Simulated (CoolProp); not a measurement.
Nitrous oxide along the isotherm 403.2 K: Z from the reference equation and from simpler models built on Tc = 309.5 K, pc = 72.45 bar, ω = 0.161; each cubic takes its own stable root.

The numbers come from the reference Helmholtz-energy equation of state, Lemmon 2006 in CoolProp. It is a short technical equation, of lower accuracy than the large ones.

```tsv
p (bar)	phase	reference
1.15	gas	0.9977
2.35	gas	0.9953
4.83	gas	0.9904
9.92	gas	0.9803
20.4	gas	0.9593
41.8	gas	0.9162
85.9	supercritical	0.8267
176	supercritical	0.6801
362	supercritical	0.7401
```

Q: How far does each simpler model (van der Waals, Redlich-Kwong, Peng-Robinson) lie from the reference over these 9 states: mean and median of the absolute difference, and the worst?

A: 
- van der Waals: mean 3.0 %, median 0.4 %, worst +14.0 % at 403.2 K and 362 bar
- Redlich-Kwong: mean 0.8 %, median 0.3 %, worst +3.2 % at 403.2 K and 362 bar
- Peng-Robinson: mean 0.7 %, median 0.6 %, worst +1.8 % at 403.2 K and 176 bar
